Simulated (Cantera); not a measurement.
A closed system holds: 1 mol Si, 0.02 mol N₂O, 78 mol H₂, equilibrated at 1352 °C and 0.100 bar.

Method: chemical equilibrium by Gibbs-energy minimisation in Cantera with the NASA 1993 tables (ideal gas, pure condensed phases). Candidate condensed phases: H₂O, Si, SiO₂, Si₂N₂O, Si₃N₄; 35 gas species. Equilibrium is a limit: real reactors are often held back by kinetics, nucleation or transport.

Base state: H₂ 0.999, N₂ 0.000256, SiO 0.000256, H 0.000223 (mole fractions); condensed: Si(s).

**Question.** What changes in the equilibrium state with this change: temperature from 1352 °C to 750 °C?

**Answer.** 
```csv
species,before,after
H₂,0.999,1.00
H,0.000223,1.31e-8
N₂,0.000256,<1e-9
SiO,0.000256,<1e-9
"Si(s), mol",0.979,0.960
"Si₂N₂O(s), mol",0,0.0200
```
Mutual solubility and eutectic melting of coexisting phases are not modelled.
